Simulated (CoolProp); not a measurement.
Saturation properties of R1234ze(E).

The numbers come from the reference Helmholtz-energy equation of state, Thol 2016 in CoolProp.

```tsv
T (°C)	p (MPa)	liquid density (kg/m³)	enthalpy of vaporisation (kJ/kg)	liquid cp (kJ/(kg K))	vapour Z	surface tension (mN/m)
-15.05	0.1198	1283	193.3	1.289	0.9529	15.2
-6.05	0.1723	1258	188.0	1.306	0.9390	13.6
2.95	0.2411	1231	182.3	1.325	0.9226	12.2
11.85	0.3282	1205	176.4	1.347	0.9039	10.8
20.85	0.4389	1177	170.0	1.372	0.8823	9.50
29.85	0.5758	1147	163.2	1.402	0.8577	8.26
38.75	0.7407	1116	155.9	1.438	0.8303	7.08
47.75	0.9413	1083	147.8	1.481	0.7990	5.94
56.65	1.177	1047	139.0	1.534	0.7642	4.86
65.65	1.458	1007	129.1	1.605	0.7244	3.83
74.65	1.787	962.4	117.8	1.706	0.6790	2.85
83.55	2.165	911.2	104.7	1.865	0.6267	1.95
```

It boils at -19.0 °C under 1 atm.

Surface tension comes from a separate correlation (Mulero 2014).
